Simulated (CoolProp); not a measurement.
Neopentane along the isotherm 441.9 K: density (kg/m³) from the reference equation and from simpler models built on Tc = 433.7 K, pc = 3.196 MPa, ω = 0.196; each cubic takes its own stable root.

Model: reference Helmholtz-energy equation of state, Lemmon 2006, in CoolProp. It is a short technical equation, of lower accuracy than the large ones.

```json
[
 {"p (MPa)": "0.178", "phase": "gas", "reference": "3.559", "Redlich-Kwong": "3.560", "Soave-Redlich-Kwong": "3.560", "Peng-Robinson": "3.567"},
 {"p (MPa)": "0.355", "phase": "gas", "reference": "7.232", "Redlich-Kwong": "7.237", "Soave-Redlich-Kwong": "7.235", "Peng-Robinson": "7.266"},
 {"p (MPa)": "0.533", "phase": "gas", "reference": "11.08", "Redlich-Kwong": "11.08", "Soave-Redlich-Kwong": "11.08", "Peng-Robinson": "11.15"},
 {"p (MPa)": "0.71", "phase": "gas", "reference": "15.06", "Redlich-Kwong": "15.08", "Soave-Redlich-Kwong": "15.07", "Peng-Robinson": "15.20"},
 {"p (MPa)": "0.888", "phase": "gas", "reference": "19.25", "Redlich-Kwong": "19.27", "Soave-Redlich-Kwong": "19.26", "Peng-Robinson": "19.48"},
 {"p (MPa)": "1.07", "phase": "gas", "reference": "23.76", "Redlich-Kwong": "23.78", "Soave-Redlich-Kwong": "23.76", "Peng-Robinson": "24.09"},
 {"p (MPa)": "1.24", "phase": "gas", "reference": "28.19", "Redlich-Kwong": "28.21", "Soave-Redlich-Kwong": "28.18", "Peng-Robinson": "28.64"},
 {"p (MPa)": "1.42", "phase": "gas", "reference": "33.15", "Redlich-Kwong": "33.17", "Soave-Redlich-Kwong": "33.11", "Peng-Robinson": "33.74"},
 {"p (MPa)": "1.6", "phase": "gas", "reference": "38.43", "Redlich-Kwong": "38.44", "Soave-Redlich-Kwong": "38.36", "Peng-Robinson": "39.20"}
]
```
